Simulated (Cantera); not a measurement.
What does this Cantera script print?

```python
import numpy as np
import cantera as ct

gas = ct.Solution("gri30.yaml")
gas.TPX = 1648, 760000, {'CH4': 1, 'H2': 1.3, 'O2': 6.31, 'N2': 23.7}
reactor = ct.IdealGasReactor(gas, energy="on", clone=False)
net = ct.ReactorNet([reactor])
net.rtol, net.atol = 1e-08, 1e-16
show = ['CH4', 'H2', 'O2', 'H2O', 'NO', 'C2H']
times = np.geomspace(5e-06, 2, 14)

steps = ct.SolutionArray(gas, extra=["t"])
rows = []
print(f"{'t/s':>10s}{'T/K':>9s}{'P/Pa':>11s}" + "".join(f"{s:>11s}" for s in show))
for t in times:
    while net.time < t:
        t_next = net.step()
        steps.append(gas.state, t=t_next)
    rows.append([np.interp(t, steps.t, y) for y in (steps.T, steps.P, *steps(*show).X.T)])
    print(f"{t:10.3e}{rows[-1][0]:9.1f}{rows[-1][1]:11.4g}" + "".join(f"{x:11.3e}" for x in rows[-1][2:]))
rate = np.gradient(steps.T, steps.t)
print("integrator steps:", len(steps.t))
if steps.T.max() > steps.T[0] + 200:
    print(f"time of steepest temperature rise: {steps.t[rate.argmax()]:.4e} s")
gas.TPX = 1648, 760000, {'CH4': 1, 'H2': 1.3, 'O2': 6.31, 'N2': 23.7}
gas.equilibrate("UV")
print(f"equilibrium (UV): T = {gas.T:.1f} K  " + "  ".join(f"{s} {gas[s].X[0]:.3e}" for s in show))
```

It prints:

```
       t/s      T/K       P/Pa        CH4         H2         O2        H2O         NO        C2H
 5.000e-06   1715.0  7.909e+05  2.448e-02  3.675e-02  1.879e-01  1.000e-02  6.033e-09  5.822e-10
 1.349e-05   2667.5  1.215e+06  3.698e-16  1.356e-03  1.123e-01  9.574e-02  1.942e-04  3.802e-20
 3.638e-05   2687.2  1.222e+06  8.013e-18  1.150e-03  1.119e-01  9.651e-02  7.555e-04  1.225e-22
 9.812e-05   2684.2  1.221e+06  6.573e-18  1.140e-03  1.112e-01  9.658e-02  2.190e-03  3.087e-23
 2.647e-04   2677.2  1.218e+06  6.171e-18  1.119e-03  1.096e-01  9.675e-02  5.571e-03  2.678e-23
 7.139e-04   2664.2  1.211e+06  5.472e-18  1.079e-03  1.066e-01  9.705e-02  1.181e-02  2.044e-23
 1.925e-03   2650.9  1.205e+06  4.826e-18  1.039e-03  1.036e-01  9.735e-02  1.809e-02  1.544e-23
 5.194e-03   2647.2  1.203e+06  4.655e-18  1.028e-03  1.028e-01  9.743e-02  1.985e-02  1.425e-23
 1.401e-02   2647.1  1.203e+06  4.651e-18  1.028e-03  1.028e-01  9.743e-02  1.989e-02  1.423e-23
 3.778e-02   2647.1  1.203e+06  4.651e-18  1.028e-03  1.028e-01  9.743e-02  1.989e-02  1.423e-23
 1.019e-01   2647.1  1.203e+06  4.651e-18  1.028e-03  1.028e-01  9.743e-02  1.989e-02  1.423e-23
 2.749e-01   2647.1  1.203e+06  4.651e-18  1.028e-03  1.028e-01  9.743e-02  1.989e-02  1.423e-23
 7.415e-01   2647.1  1.203e+06  4.651e-18  1.028e-03  1.028e-01  9.743e-02  1.989e-02  1.423e-23
 2.000e+00   2647.1  1.203e+06  4.651e-18  1.028e-03  1.028e-01  9.743e-02  1.989e-02  1.423e-23
integrator steps: 1501
time of steepest temperature rise: 6.4443e-06 s
equilibrium (UV): T = 2647.1 K  CH4 6.727e-18  H2 1.028e-03  O2 1.028e-01  H2O 9.743e-02  NO 1.989e-02  C2H 1.572e-23
```

Model: GRI-Mech 3.0 (53 species, 325 reactions), integrated in Cantera.
